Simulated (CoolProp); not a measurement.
Cyclopropane along the isotherm 404.7 K: fugacity coefficient from the reference equation and from simpler models built on Tc = 398.7 K, pc = 5.605 MPa, ω = 0.131; each cubic takes its own stable root.

The numbers come from the reference Helmholtz-energy equation of state, Polt 1992 in CoolProp. This equation is an older, rougher fit; its heat capacities, sound speeds and derivatives of the liquid may be far off and weren't checked against measurements.

```csv
p (MPa),phase,reference
0.0266,gas,0.9984
0.039,gas,0.9977
0.0573,gas,0.9966
0.0841,gas,0.9951
0.123,gas,0.9928
0.181,gas,0.9894
0.266,gas,0.9844
0.39,gas,0.9772
0.573,gas,0.9666
0.841,gas,0.9511
1.23,gas,0.9288
1.81,gas,0.8959
2.66,gas,0.8482
3.9,gas,0.7791
5.73,supercritical,0.6734
8.41,supercritical,0.5098
```

How far does each simpler model (van der Waals, Redlich-Kwong, Soave-Redlich-Kwong, Peng-Robinson) lie from the reference over these 16 states: mean and median of the absolute difference, and the worst?


- van der Waals: mean 1.3 %, median 0.4 %, worst +7.1 % at 404.7 K and 8.41 MPa
- Redlich-Kwong: mean 0.2 %, median 0.0 %, worst +1.9 % at 404.7 K and 8.41 MPa
- Soave-Redlich-Kwong: mean 0.2 %, median 0.0 %, worst +2.4 % at 404.7 K and 8.41 MPa
- Peng-Robinson: mean 0.8 %, median 0.3 %, worst -2.9 % at 404.7 K and 5.73 MPa
